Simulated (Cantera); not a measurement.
A Cantera script and what it prints.

```python
import numpy as np
import cantera as ct

gas_names = """
    CL CLO CL2 Cs CsCL CsO CsOH Cs2 Cs2CL2 Cs2O Cs2O2H2 H HCL HOCL HO2 H2 H2O H2O2 O OH O2 O3
""".split()
cond_names = """
    Cs(cr) Cs(L) CsCL(a) CsCL(b) CsCL(L) CsOH(a) CsOH(b) CsOH(c) CsOH(L) H2O(s) H2O(L)
""".split()


# ... load() reads the species with a 1 bar reference pressure and builds the phases ...
atoms = {
    'CsCl': {'Cs': 1, 'CL': 1},
    'O2': {'O': 2},
    'H2': {'H': 2},
    'HCl': {'H': 1, 'CL': 1},
}
top_T = {}  # K; cautious upper limits of use, not melting points


# ... equilibrate(T, P, feed) seeds the gas with the atoms and calls Mixture.equilibrate('TP', solver="vcs", rtol=1e-11, max_steps=5000) ...
results = []
feed = {'CsCl': 1, 'O2': 1.2, 'H2': 2.7, 'HCl': 3.7}  # mol
P = 13332.2  # Pa
for T in [873, 1023, 1173, 1323, 1473, 1623, 1773, 1923, 2073, 2223]:
    mix = equilibrate(T, P, feed)
    results.append((T, P, feed, dict(zip(mix.species_names, mix.species_moles))))

top = {s: max(r[3][s] / sum(r[3][g] for g in gas_names) for r in results) for s in gas_names}
cols = sorted((s for s in top if top[s] > 1e-06), key=lambda s: -top[s])[:7]
seen = [c for c in cond_names if any(r[3].get(c, 0) > 1e-12 for r in results)]
print("log10 of partial pressures in bar; condensed amounts in mol")
print(f"{'T/K':>10s}" + "".join(f"{s[:9]:>10s}" for s in cols + seen))
for T, P, feed, n in results:
    ng = sum(n[g] for g in gas_names)
    print(f"{T:10.4g}" + "".join(f"{np.log10(max(n[s] / ng * P / 1e5, 1e-99)):10.3f}" for s in cols)
          + "".join(f"{n.get(c, 0):10.4g}" for c in seen))
```

It prints:

```
log10 of partial pressures in bar; condensed amounts in mol
       T/K       HCL       H2O      CsCL        H2    Cs2CL2        CL         H   CsCL(b)   CsCL(L)
       873    -1.113    -1.301    -4.478    -2.204    -4.776   -10.345   -11.432    0.9968         0
      1023    -1.119    -1.307    -2.953    -2.210    -3.258    -8.432    -9.488         0    0.8922
      1173    -1.164    -1.352    -1.964    -2.255    -2.416    -7.023    -8.056         0         0
      1323    -1.173    -1.361    -1.797    -2.264    -2.955    -5.917    -6.932         0         0
      1473    -1.175    -1.363    -1.757    -2.266    -3.564    -5.031    -6.031         0         0
      1623    -1.176    -1.364    -1.748    -2.265    -4.107    -4.308    -5.293         0         0
      1773    -1.178    -1.365    -1.746    -2.260    -4.566    -3.708    -4.676         0         0
      1923    -1.181    -1.366    -1.746    -2.245    -4.955    -3.208    -4.148         0         0
      2073    -1.190    -1.369    -1.748    -2.210    -5.290    -2.797    -3.685         0         0
      2223    -1.207    -1.378    -1.753    -2.147    -5.585    -2.466    -3.267         0         0
```

Equilibrium computed with Cantera from the NASA thermochemical tables; the gas is ideal and each condensed phase is pure.
